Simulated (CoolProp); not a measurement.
Water at 382.84 K and 0.012 MPa flows at 6 m/s in a round tube of 25 mm bore and 0.25 µm roughness, fully developed (64/Re and Nu = 3.66 if laminar; Colebrook and Gnielinski if turbulent). Each further row changes one setting.

Model: reference Helmholtz-energy equation of state, Wagner 2002, in CoolProp.

```
case             Reynolds number  Darcy friction factor  pressure drop (Pa/m)  heat-transfer coefficient (W/(m² K))  mass flow (kg/h)
---------------  ---------------  ---------------------  --------------------  ------------------------------------  ----------------
as stated                    804                 0.0796                  3.90                                  3.66             0.721
velocity 12 m/s             1610                 0.0398                  7.80                                  3.66              1.44
diameter 50 mm              1610                 0.0398                 0.975                                  1.83              2.88
```

Viscosity comes from a separate model (Huber 2009). Thermal conductivity comes from a separate model (Huber 2012).
